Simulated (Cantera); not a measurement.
## Hydrocarbon pyrolysis for carbon deposition

A perfectly stirred reactor is fed with 21.7 % C3H8, 78.3 % H2, at 0.00563 atm; it is held at 1550 K, and followed from long to short residence time.

Cantera simulation using GRI-Mech 3.0 (53 species, 325 reactions); the numbers are that mechanism's predictions, not measurements. GRI-Mech 3.0 was tuned for natural gas; its chemistry of propane as a main component is partial and can be far from experiment. GRI-Mech 3.0 stops at C3 and has no aromatics, soot or wall deposition, so with more carbon than oxygen in the feed, carbon stays in small species such as C2H2 where larger ones or solid carbon would form. Radical loss at walls, strong at low pressure, is not modelled.

```
τ (s)      x C3H8   x H2   x CH4    x CH2    x C2H2
-------  --------  -----  ------  -------  --------
0.31     0.000418  0.728   0.100  1.72e-6     0.158
0.14     0.000871  0.714   0.117  2.30e-6     0.147
0.067     0.00171  0.701   0.132  3.00e-6     0.132
0.032     0.00335  0.689   0.143  3.90e-6     0.114
0.015     0.00664  0.678   0.150  5.16e-6    0.0909
0.0069     0.0133  0.670   0.150  6.95e-6    0.0643
0.0032     0.0264  0.669   0.140  9.27e-6    0.0383
0.0015     0.0519  0.680   0.115  1.16e-5    0.0175
0.00071    0.0969  0.706  0.0760  1.23e-5   0.00509
0.00033     0.154  0.742  0.0333  9.33e-6  0.000747
```
x: mole fraction; the columns are a selection and need not sum to one.
